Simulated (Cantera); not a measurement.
Standard-state values (1 bar) from the NASA 1993 polynomials, evaluated with Cantera. Values are per mole of reaction as written; species without (g) are pure solids or liquids, kept so even where they would boil at 1 bar.

SiC₂(g) = 2 C + Si

```tsv
T (K)	ΔH° (kJ)	ΔS° (J/K)	ΔG° (kJ)	log10 K	condensed phases
300	-615.1	-206.5	-553.1	96.31	C(graphite), Si(s)
2375	-540.4	-160.5	-159.3	3.50	C(graphite), Si(l)
2450	-539.2	-160.0	-147.2	3.14	C(graphite), Si(l)
2525	[?]	[?]	[?]	[?]	C(graphite), Si(l)
2600	-536.8	-159.0	-123.3	2.48	C(graphite), Si(l)
2675	[?]	[?]	[?]	[?]	C(graphite), Si(l)
2750	-534.4	-158.1	-99.5	1.89	C(graphite), Si(l)
2825	[?]	[?]	[?]	[?]	C(graphite), Si(l)
```

What belongs in the gaps?


- 2525, ΔH° (kJ): -538.0
- 2525, ΔS° (J/K): -159.5
- 2525, ΔG° (kJ): -135.3
- 2525, log10 K: 2.80
- 2675, ΔH° (kJ): -535.6
- 2675, ΔS° (J/K): -158.6
- 2675, ΔG° (kJ): -111.4
- 2675, log10 K: 2.18
- 2825, ΔH° (kJ): -533.3
- 2825, ΔS° (J/K): -157.7
- 2825, ΔG° (kJ): -87.7
- 2825, log10 K: 1.62
